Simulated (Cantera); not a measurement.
What does this Cantera script print?

```python
import numpy as np
import cantera as ct

gas_names = """
    HF F2 HCL
""".split()
cond_names = """
    CsCL(a) CsCL(b) CsCL(L) Cs(cr) Cs(L)
""".split()


# ... load() reads the species with a 1 bar reference pressure and builds the phases ...
species = {s.name: s for s in load("nasa_gas.yaml", gas_names) + load("nasa_condensed.yaml", cond_names)}
# Each term lists the table entries of one substance; the one whose range holds T is used.
reactions = {
    '2 HF(g) + 2 CsCl = F2(g) + 2 Cs + 2 HCl(g)':
        [(-2, ['HF']), (-2, ['CsCL(a)', 'CsCL(b)', 'CsCL(L)']), (1, ['F2']), (2, ['Cs(cr)', 'Cs(L)']), (2, ['HCL'])],
}


def pick(names, T):
    return next(species[n] for n in names if species[n].thermo.min_temp <= T <= species[n].thermo.max_temp)


results = []
for label, terms in reactions.items():
    print(label)
    print("     T/K   dH/kJ  dS/(J/K)   dG/kJ   log10 K")
    for T in [300, 950, 1000, 1050, 1100, 1150, 1200]:
        used = [(nu, pick(names, T)) for nu, names in terms]
        dH = sum(nu * s.thermo.h(T) for nu, s in used) / 1e6
        dS = sum(nu * s.thermo.s(T) for nu, s in used) / 1e3
        dG = dH - T * dS / 1e3
        logK = -dG * 1e6 / (ct.gas_constant * T * np.log(10))
        results.append((label, T, dH, dS, dG, logK, [s.name for _, s in used]))
        print(f"{T:8g} {dH:8.1f} {dS:8.1f} {dG:8.1f} {logK:8.2f}")
```

Result:

```
2 HF(g) + 2 CsCl = F2(g) + 2 Cs + 2 HCl(g)
     T/K   dH/kJ  dS/(J/K)   dG/kJ   log10 K
     300   1246.2    197.1   1187.0  -206.68
     950   1195.7    142.5   1060.3   -58.30
    1000   1192.9    139.7   1053.3   -55.02
    1050   1190.2    137.0   1046.3   -52.05
    1100   1187.6    134.5   1039.5   -49.36
    1150   1185.0    132.3   1032.9   -46.91
    1200   1182.5    130.2   1026.3   -44.67
```

Standard-state values (1 bar) from the NASA 1993 polynomials, evaluated with Cantera. Condensed species are held in their standard states even where they would react or evaporate.
